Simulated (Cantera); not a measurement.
A closed system holds: 1 mol CuO, 5 mol HF, 0.92 mol N₂, equilibrated at 0.100 bar.

Cantera equilibrium calculation (NASA polynomials, part measured and part estimated; ideal gas, pure solids and liquids). Candidate condensed phases: Cu, CuF₂, CuO, Cu(OH)₂, Cu₂O, H₂O; 45 gas species. Mutual solubility and eutectic melting of coexisting phases are not modelled. Rates play no part.

Question: Which condensed phases are stable at each of these points (T (K)): 1073, 1123, 1173, 1223, 1273, 1323, 1373, 1423?

Answer: 
| T (K) | condensed phases | Cu condensed (%) |
|---|---|---|
| 1073 | CuO(s) + Cu₂O(s) | 99.7 |
| 1123 | Cu₂O(s) | 99.4 |
| 1173 | Cu₂O(s) | 99.1 |
| 1223 | Cu₂O(s) | 98.7 |
| 1273 | Cu₂O(s) | 97.9 |
| 1323 | Cu₂O(s) | 96.7 |
| 1373 | Cu₂O(s) | 94.9 |
| 1423 | Cu₂O(s) | 92.3 |

At 1073 K the condensed part is CuO(s) + Cu₂O(s). From 1123 K to 1423 K the condensed part is Cu₂O(s).
